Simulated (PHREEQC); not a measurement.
NaHCO3 is added in steps, without added water, to 1 kg of water holding 0.0016 mol Cu(BF4)2, 0.0018 mol HCl and 0.002 mol H3BO3, at 25 °C. Oxygen is held at 0.21 atm. The system is closed to CO2. The run lets Cu(OH)2, Malachite, Atacamite, Halite, Nahcolite, Natron, CuF2:2H2O precipitate or redissolve, and no other solid.

Base run: PHREEQC, ion-association model, wateq4f.dat. Each further column changes one thing. The table gives pH.

| NaHCO3 added (mol) | base | HCl from 0.0018 to 0.00018 mol/kgw | H3BO3 from 0.002 to 0.004 mol/kgw | diluted 5-fold with water | no solid may form |
|---|---|---|---|---|---|
| 0 | 2.72 | 3.01 | 2.71 | 3.09 | 2.72 |
| 0.0006 | 2.82 | 3.14 | 2.82 | 3.30 | 2.82 |
| 0.001 | 2.89 | 3.23 | 2.89 | 3.47 | 2.89 |
| 0.0016 | 3.01 | 3.36 | 3.02 | 3.80 | 3.01 |
| 0.0022 | 3.14 | 3.48 | 3.15 | 4.59 | 3.14 |
| 0.0026 | 3.22 | 3.56 | 3.24 | 5.38 | 3.22 |
| 0.0032 | 3.35 | 3.67 | 3.38 | 5.60 | 3.35 |
| 0.0038 | 3.48 | 3.78 | 3.51 | 5.87 | 3.48 |
| 0.0042 | 3.55 | 3.85 | 3.59 | 6.01 | 3.55 |
| 0.0048 | 3.67 | 3.94 | 3.71 | 6.16 | 3.67 |
| 0.0054 | 3.77 | 4.04 | 3.82 | 6.28 | 3.77 |
| 0.0058 | 3.84 | 4.10 | 3.89 | 6.34 | 3.84 |
| 0.0064 | 3.94 | 4.20 | 3.99 | 6.42 | 3.94 |

Real BF4- forms and hydrolyses slowly; the run takes it at equilibrium.
